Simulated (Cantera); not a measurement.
Mixture: 6.25 % CH₄, 1.63 % CO, 19.6 % O₂, 72.5 % N₂, equivalence ratio 0.68, at 1.00 atm, adiabatic and at constant pressure. Ignition delay is the time to a rise of 400 K.

Computed with Cantera and GRI-Mech 3.0 (53 species, 325 reactions).

**Question.** Predict: delay at 1125 K; delay at 1275 K; delay at 1425 K; delay at 1575 K; apparent activation energy between 1500 and 1650 K.

**Answer.** 
```json
{
 "delay at 1125 K": "0.127 s",
 "delay at 1275 K": "13.6 ms",
 "delay at 1425 K": "2.15 ms",
 "delay at 1575 K": "0.509 ms",
 "apparent activation energy between 1500 and 1650 K": "170 kJ/mol"
}
```
